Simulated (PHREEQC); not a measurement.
Make-up at 35 °C: 110 mmol/kgw H2SO4 and 2.1 mmol/kgw Li2SO4. Closed to the air; pH follows from the charge balance.

The numbers come from PHREEQC with the ion-association model, phreeqc.dat.

Each row changes one thing in this solution. No solid was allowed to form.

```csv
case,pH,ionic strength (mol/kgw),HSO4- (mol/kgw),SO4-2 (mol/kgw),LiSO4- (mol/kgw)
as made,0.99,0.148,0.0941,0.0179,0.000105
temperature from 35 to 25 °C,[?],0.154,0.0908,0.0211,0.000123
Li2SO4 from 0.0021 to 0.021 mol/kgw,[?],0.179,0.106,0.0238,0.00129
Li2SO4 from 0.0021 to 0.0042 mol/kgw,[?],0.151,0.0954,0.0185,0.000215
H2SO4 from 0.11 to 0.121 mol/kgw,[?],0.161,0.104,0.0187,0.000106
H2SO4 from 0.11 to 0.099 mol/kgw,[?],0.135,0.0839,0.0171,0.000103
0.0015 mol/kgw CdSO4 added,0.99,0.150,0.0946,0.0182,0.000106
```

Task: Some entries are withheld; supply them.

Result: 
- temperature from 35 to 25 °C, pH: 0.98
- Li2SO4 from 0.0021 to 0.021 mol/kgw, pH: 1.04
- Li2SO4 from 0.0021 to 0.0042 mol/kgw, pH: 1.00
- H2SO4 from 0.11 to 0.121 mol/kgw, pH: 0.96
- H2SO4 from 0.11 to 0.099 mol/kgw, pH: 1.03
